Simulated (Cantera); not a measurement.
Catalytic stagnation flow on Pt

A jet of CH4 : O2 : N2 = 0.03 : 0.053 : 0.79 (molar parts) at 300 K and 31000 Pa hits a platinum plate 3.8 cm away at a mass flux of 0.032 kg/m²/s; the plate temperature is set and raised in steps from an oxygen-covered start.

Model: Deutschmann's 1995 Pt surface mechanism with GRI-Mech 3.0 gas chemistry, integrated in Cantera. Catalytic surfaces can have several steady states; this one follows from the mechanism file's or the stated starting coverage.

| plate T (K) | wall x CH4 | wall x O2 | wall x H2O | wall x OH | wall x CO | wall x CO2 | θ free Pt | θ H* | θ CO* | θ C* |
|---|---|---|---|---|---|---|---|---|---|---|
| 900 | 0.00184 | 0.000814 | 0.0600 | <1e-8 | 0.0177 | 0.0192 | 0.512 | 0.000188 | 0.485 | 0.00355 |
| 950 | 0.00114 | 0.000546 | 0.0610 | <1e-8 | 0.0199 | 0.0175 | 0.646 | 0.000449 | 0.350 | 0.00387 |
| 1000 | 0.000791 | 0.000406 | 0.0607 | <1e-8 | 0.0203 | 0.0175 | 0.772 | 0.000834 | 0.224 | 0.00327 |
| 1050 | 0.000624 | 0.000338 | 0.0593 | <1e-8 | 0.0190 | 0.0192 | 0.870 | 0.00120 | 0.127 | 0.00215 |
| 1100 | 0.000556 | 0.000314 | 0.0572 | <1e-8 | 0.0166 | 0.0220 | 0.933 | 0.00140 | 0.0648 | 0.00120 |
| 1150 | 0.000531 | 0.000309 | 0.0550 | <1e-8 | 0.0140 | 0.0250 | 0.966 | 0.00147 | 0.0315 | 0.000626 |
x: mole fraction at the wall; θ: surface coverage.
